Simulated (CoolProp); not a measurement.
Properties of sulfur hexafluoride along the isotherm 331.7 K (Tc = 318.7 K, pc = 3.755 MPa, ω = 0.210).

Values from CoolProp's reference Helmholtz-energy equation of state, Guder 2009.

| p (MPa) | phase | Z | Prandtl number | fugacity coefficient |
|---|---|---|---|---|
| 0.0297 | gas | 0.9977 | 0.774 | 0.9977 |
| 0.0462 | gas | 0.9964 | 0.774 | 0.9964 |
| 0.072 | gas | 0.9944 | 0.774 | 0.9944 |
| 0.112 | gas | 0.9912 | 0.775 | 0.9913 |
| 0.174 | gas | 0.9863 | 0.776 | 0.9865 |
| 0.272 | gas | 0.9785 | 0.778 | 0.9789 |
| 0.423 | gas | 0.9663 | 0.781 | 0.9672 |
| 0.659 | gas | 0.9467 | 0.786 | 0.9490 |
| 1.03 | gas | 0.9149 | 0.798 | 0.9207 |
| 1.6 | gas | 0.8628 | 0.821 | 0.8776 |
| 2.49 | gas | 0.7709 | 0.882 | 0.8109 |
| 3.87 | supercritical | 0.5794 | 1.24 | 0.7072 |
| 6.03 | supercritical | 0.3018 | 2.57 | 0.5403 |
| 9.39 | supercritical | 0.3949 | 2.25 | 0.4036 |

Viscosity comes from a separate model (Quiñones-Cisneros 2012). Thermal conductivity comes from a separate model (Assael 2012).
